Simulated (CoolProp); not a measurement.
Vapour-liquid equilibrium of isobutene (1) + ethanol (2) at 372.5 K; x and y are mole fractions of (1).

Model: multi-fluid Helmholtz-energy mixture model, Lemmon 2005 and Schroeder 2014; pair parameters Bell 2016, in CoolProp.

```csv
x,"bubble pressure, mixture model (bar)","bubble pressure, Raoult's law (bar)","y, mixture model","y, Raoult's law"
0.05,___,2.987,0.516,0.303
0.2,___,5.370,0.793,0.673
0.35,___,7.753,___,0.816
0.5,___,10.14,0.865,0.892
0.65,___,12.52,___,0.939
0.8,___,14.90,0.907,0.971
0.95,17.64,17.29,0.968,0.994
```

Question: What belongs in the gaps?

Answer: 
- 0.05, bubble pressure, mixture model (bar): 4.524
- 0.2, bubble pressure, mixture model (bar): 10.23
- 0.35, bubble pressure, mixture model (bar): 13.27
- 0.35, y, mixture model: 0.846
- 0.5, bubble pressure, mixture model (bar): 14.49
- 0.65, bubble pressure, mixture model (bar): 15.26
- 0.65, y, mixture model: 0.879
- 0.8, bubble pressure, mixture model (bar): 16.29

The largest gap from Raoult's law is +90.5 % in bubble pressure, at x = 0.2. No azeotrope shows between x = 0.05 and 0.95.

The pair parameters rest on a limited set of measurements; away from them the model extrapolates. With so large a gap from Raoult's law the liquid may split in two, which this calculation doesn't test in full.
